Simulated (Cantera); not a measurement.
A perfectly stirred reactor is fed with NO : N₂ = 1 : 17 (molar parts), at 0.133 bar; it is held at 2175 K, and followed from long to short residence time.

Detailed kinetics in Cantera: GRI-Mech 3.0 (53 species, 325 reactions).

Q: Predict: x(NO) at τ = 0.540 s; x(N₂) at τ = 0.540 s; x(O₂) at τ = 0.540 s; x(N₂O) at τ = 0.540 s; x(NO₂) at τ = 0.540 s; x(NO) at τ = 8.20 ms; x(N₂) at τ = 8.20 ms; x(O₂) at τ = 8.20 ms; x(N₂O) at τ = 8.20 ms; x(NO₂) at τ = 8.20 ms.

A: 
```
Property                Result
---------------------  -------
x(NO) at τ = 0.540 s    0.0445
x(N₂) at τ = 0.540 s     0.950
x(O₂) at τ = 0.540 s   0.00527
x(N₂O) at τ = 0.540 s  9.92e-7
x(NO₂) at τ = 0.540 s  3.51e-6
x(NO) at τ = 8.20 ms    0.0555
x(N₂) at τ = 8.20 ms     0.944
x(O₂) at τ = 8.20 ms   4.75e-6
x(N₂O) at τ = 8.20 ms  1.43e-6
x(NO₂) at τ = 8.20 ms  2.09e-7
```
